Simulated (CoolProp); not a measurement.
Properties of CH3F (R41) at several states.

Computed with CoolProp (reference Helmholtz-energy equation of state, Lemmon 2006). It is a short technical equation, of lower accuracy than the large ones.

```json
[
 {"T (K)": "230.7", "p (bar)": "90.2", "phase": "liquid", "Z": "0.1956", "expansivity (1/kK)": "2.714"},
 {"T (K)": "391.8", "p (bar)": "0.164", "phase": "gas", "Z": "0.9995", "expansivity (1/kK)": "2.557"},
 {"T (K)": "141.8", "p (bar)": "0.361", "phase": "liquid", "Z": "0.001059", "expansivity (1/kK)": "1.872"},
 {"T (K)": "307.8", "p (bar)": "31.6", "phase": "gas", "Z": "0.7226", "expansivity (1/kK)": "9.174"},
 {"T (K)": "159.5", "p (bar)": "116", "phase": "liquid", "Z": "0.3097", "expansivity (1/kK)": "1.869"},
 {"T (K)": "146.3", "p (bar)": "4.74", "phase": "liquid", "Z": "0.01359", "expansivity (1/kK)": "1.895"}
]
```
